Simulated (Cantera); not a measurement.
A freely propagating, adiabatic, planar premixed flame of 18.2 % H2, 17.2 % O2, 64.6 % N2, equivalence ratio 0.53, unburnt at 623 K and 158 Torr; multicomponent+Soret transport, grid criteria slope 0.08 and curve 0.16, no radiation.

Cantera simulation using the H2/O2 subset of GRI-Mech 3.0, which has no nitrogen chemistry; the numbers are that mechanism's predictions, not measurements. Burning velocities carry a grid error of a few per cent, more on coarse grids. Lean hydrogen flames are cellular in practice and burn faster than this planar one.

Task: Predict: laminar burning velocity; thermal thickness; peak x(OH); peak x(H2O2); peak x(O); peak x(HO2).

Result: 
| Property | Result |
|---|---|
| laminar burning velocity | 409 cm/s |
| thermal thickness | 3.36 mm |
| peak x(OH) | 0.0105 |
| peak x(H2O2) | 2.41e-6 |
| peak x(O) | 0.0148 |
| peak x(HO2) | 7.69e-5 |
